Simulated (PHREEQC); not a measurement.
Solution (20 °C): 0.001 mol/kgw ZnCl2. Closed to the air; pH follows from the charge balance.

The numbers come from PHREEQC with the ion-association model, phreeqc.dat.

```
Item                            Value
--------------------  ---------------
pH                               6.09
ionic strength        0.00299 mol/kgw
specific conductance        217 µS/cm
```

```tsv
species	molality	activity	log γ
Cl-	0.00200	0.00188	-0.026
Zn+2	0.000996	0.000788	-0.102
ZnCl+	3.38e-6	3.19e-6	-0.026
H+	8.62e-7	8.16e-7	-0.024
ZnOH+	7.64e-7	7.20e-7	-0.026
ZnOHCl	6.01e-8	6.01e-8	0.000
Zn(OH)2	1.49e-8	1.49e-8	0.000
OH-	8.90e-9	8.39e-9	-0.026
ZnCl2	6.15e-9	6.15e-9	0.000
```

Precipitation was switched off in this run.
